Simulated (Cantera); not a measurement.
A closed system holds: 1 mol C₂H₂, 0.96 mol NH₃, at 750 Torr.

Cantera equilibrium calculation (NASA polynomials, part measured and part estimated; ideal gas, pure solids and liquids). Candidate condensed phases: C, C₆H₆, C₇H₈, C₈H₁₈; 92 gas species. Rates play no part.

Task: At 1675 K, list the 6 most abundant gas species with their mole fractions, and the condensed phases.

Result: H₂ 0.834, N₂ 0.164, HCN 0.00118, CH₄ 0.000838, H 0.000106, C₂H₂ (acetylene) 4.84e-5. Condensed: C(graphite).
